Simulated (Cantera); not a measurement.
Gas-phase reforming

An isothermal, constant-pressure homogeneous reactor starts with 32.3 % CH4, 67.7 % CO2, at 1250 K and 7500 Torr.

Computed with Cantera and GRI-Mech 3.0 (53 species, 325 reactions).

| t (s) | x CH4 | x CO2 | x OH | x H | x O | x C2H4 | x H2O2 |
|---|---|---|---|---|---|---|---|
| 4.00e-5 | 0.323 | 0.677 | <1e-12 | 4.10e-11 | <1e-12 | 1.68e-12 | <1e-12 |
| 9.72e-5 | 0.323 | 0.677 | <1e-12 | 4.10e-11 | <1e-12 | 2.55e-11 | <1e-12 |
| 0.000236 | 0.323 | 0.677 | <1e-12 | 4.13e-11 | <1e-12 | 3.53e-10 | <1e-12 |
| 0.000574 | 0.323 | 0.677 | <1e-12 | 4.22e-11 | <1e-12 | 3.77e-9 | <1e-12 |
| 0.00139 | 0.323 | 0.677 | <1e-12 | 4.31e-11 | <1e-12 | 2.21e-8 | <1e-12 |
| 0.00339 | 0.323 | 0.677 | <1e-12 | 4.38e-11 | <1e-12 | 8.00e-8 | <1e-12 |
| 0.00823 | 0.323 | 0.677 | <1e-12 | 4.54e-11 | <1e-12 | 2.69e-7 | <1e-12 |
| 0.0200 | 0.323 | 0.677 | <1e-12 | 4.97e-11 | <1e-12 | 1.02e-6 | <1e-12 |
| 0.0486 | 0.322 | 0.677 | <1e-12 | 6.12e-11 | <1e-12 | 4.59e-6 | <1e-12 |
| 0.118 | 0.322 | 0.677 | <1e-12 | 9.55e-11 | <1e-12 | 2.38e-5 | <1e-12 |
| 0.287 | 0.322 | 0.677 | <1e-12 | 2.03e-10 | <1e-12 | 0.000124 | <1e-12 |
| 0.697 | 0.321 | 0.677 | 2.15e-12 | 5.10e-10 | <1e-12 | 0.000498 | <1e-12 |
| 1.69 | 0.318 | 0.676 | 5.91e-12 | 1.26e-9 | <1e-12 | 0.00131 | <1e-12 |
| 4.12 | 0.311 | 0.671 | 1.70e-11 | 2.90e-9 | <1e-12 | 0.00258 | <1e-12 |
| 10.0 | 0.295 | 0.657 | 5.26e-11 | 5.55e-9 | <1e-12 | 0.00582 | <1e-12 |
x: mole fraction; the columns are a selection and need not sum to one.

Equilibrium at this temperature and pressure: CH4 0.00180, CO2 0.114, OH 3.08e-10, H 8.23e-8, O <1e-12, C2H4 4.80e-8, H2O2 <1e-12 (gas phase only).
